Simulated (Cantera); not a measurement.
Feed: 1 mol TEOS, 0.2 mol H2O, 14 mol H2, held at 1375 K and 21.0 Pa.

Equilibrium computed with Cantera from the NASA thermochemical tables; the gas is ideal and each condensed phase is pure. Candidate condensed phases: C, C6H6, C7H8, C8H18, H2O, Si, SiC, SiO2; 123 gas species. The feed counts by its element totals alone. The numbers say what is thermodynamically allowed, not how fast it happens.

Base state: H2 0.852, CO 0.148, H 0.000218, SiO 0.000163 (mole fractions); condensed: C(graphite) + SiC(s).

What changes in the equilibrium state with this change: TEOS replaced by SiH4?


```tsv
species	before	after
H2	0.852	0.988
SiO	0.000163	0.0122
H	0.000218	0.000235
CO	0.148	0
C(graphite), mol	2.81	0
SiC(s), mol	0.995	0
Si(s), mol	0	0.800
```

What changes in the equilibrium state with this change: temperature from 1375 K to 1725 K?


| species | before | after |
|---|---|---|
| H2 | 0.852 | 0.841 |
| CO | 0.148 | 0.146 |
| H | 0.000218 | 0.0118 |
| SiO | 0.000163 | 0.000649 |
| Si | 8.36e-9 | 8.14e-5 |
| C2H2 (acetylene) | 1.51e-6 | 7.75e-5 |
| C(graphite), mol | 2.81 | 2.84 |
| SiC(s), mol | 0.995 | 0.979 |

What changes in the equilibrium state with this change: TEOS replaced by SiCl4?


```
species             before     after
----------------  --------  --------
H2                   0.852     0.793
HCl                      0     0.146
SiCl2                    0    0.0480
CO                   0.148         0
SiO               0.000163    0.0122
SiCl3                    0  0.000684
SiCl4                    0   4.47e-5
Cl                       0   3.20e-5
SiHCl3                   0   1.55e-5
H                 0.000218  0.000211
C(graphite), mol      2.81         0
SiC(s), mol          0.995         0
```
The tables' values for SiCl3 are old estimates; treat these amounts as uncertain.
